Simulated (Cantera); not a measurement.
Source: NASA polynomial tables (part measured, part estimated), evaluated in Cantera. Values are per mole of reaction as written; species without (g) are pure solids or liquids, kept so even where they would boil at 1 bar. VN: taken at fixed stoichiometry.

3 N2O(g) + 2 VN → V2O3 + 8 N(g), with ΔH° = 2752.3 kJ and ΔS° = 590.5 J/K at 300 K.

Task: How far is the shortcut ΔG° ≈ ΔH°(300 K) − T·ΔS°(300 K) from the full temperature-dependent value at 1398, 1423, 1448, 1473, 1498, 1523, 1548, 1573, 1598, 1623, 1648 K?

Result: 
| T (K) | shortcut (kJ) | full (kJ) | difference (kJ) | difference in log10 K |
|---|---|---|---|---|
| 1398 | 1926.8 | 1866.7 | 60.1 | -2.25 |
| 1423 | 1912.0 | 1850.0 | 62.0 | -2.28 |
| 1448 | 1897.2 | 1833.3 | 63.9 | -2.31 |
| 1473 | 1882.5 | 1816.6 | 65.9 | -2.34 |
| 1498 | 1867.7 | 1799.9 | 67.8 | -2.36 |
| 1523 | 1853.0 | 1783.2 | 69.7 | -2.39 |
| 1548 | 1838.2 | 1766.5 | 71.7 | -2.42 |
| 1573 | 1823.4 | 1749.8 | 73.7 | -2.45 |
| 1598 | 1808.7 | 1733.0 | 75.7 | -2.47 |
| 1623 | 1793.9 | 1716.3 | 77.6 | -2.50 |
| 1648 | 1779.1 | 1699.5 | 79.6 | -2.52 |
The shortcut ignores the heat-capacity change of the reaction.
